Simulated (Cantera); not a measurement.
Equilibrium for silicon oxide and oxynitride deposition: SiH2Cl2 + NO + H2

A closed system holds: 1 mol SiH2Cl2, 0.12 mol NO, 4.2 mol H2, held at 1875 K.

Method: chemical equilibrium by Gibbs-energy minimisation in Cantera with the NASA 1993 tables (ideal gas, pure condensed phases). Candidate condensed phases: H2O, NH4Cl, Si, SiO2, Si2N2O, Si3N4; 47 gas species. Mutual solubility and eutectic melting of coexisting phases are not modelled. The tables' values for SiCl, SiCl3, SiN are old estimates; treat these amounts as uncertain. Gases not in the tables: Si2H6 and higher silanes. Equilibrium is a limit: real reactors are often held back by kinetics, nucleation or transport.

At 0.0375 Torr nothing is condensed. From 0.158 Torr to 180 Torr the condensed part is Si(l). At 750 Torr the condensed part is Si(l) + Si2N2O(s). The main Si-bearing gas is Si at 0.0375 Torr and SiCl2 at 750 Torr. The share of Si in condensed phases is highest at 750 Torr (39.9 %) and lowest at 0.0375 Torr (0.0 %).

| P (Pa) | x H2 | x HCl | x SiCl2 | x H | x Si | x SiO | x Cl | n Si(l) | n Si2N2O(s) |
|---|---|---|---|---|---|---|---|---|---|
| 5 | 0.603 | 0.163 | 0.0468 | 0.0720 | 0.0686 | 0.0166 | 0.0148 | 0 | 0 |
| 21 | 0.674 | 0.133 | 0.0737 | 0.0371 | 0.0431 | 0.0175 | 0.00556 | 0.0307 | 0 |
| 85 | 0.715 | 0.142 | 0.0789 | 0.0190 | 0.0107 | 0.0184 | 0.00286 | 0.271 | 0 |
| 350 | 0.730 | 0.145 | 0.0808 | 0.00947 | 0.00259 | 0.0186 | 0.00143 | 0.330 | 0 |
| 1400 | 0.737 | 0.146 | 0.0813 | 0.00475 | 0.000647 | 0.0187 | 0.000716 | 0.346 | 0 |
| 5900 | 0.740 | 0.146 | 0.0810 | 0.00232 | 0.000154 | 0.0188 | 0.000348 | 0.350 | 0 |
| 24000 | 0.742 | 0.146 | 0.0798 | 0.00115 | 3.77e-5 | 0.0188 | 0.000171 | 0.352 | 0 |
| 100000 | 0.756 | 0.145 | 0.0777 | 0.000570 | 9.06e-6 | 0.0120 | 8.28e-5 | 0.309 | 0.0448 |
x: gas mole fraction; n: condensed amount in mol.
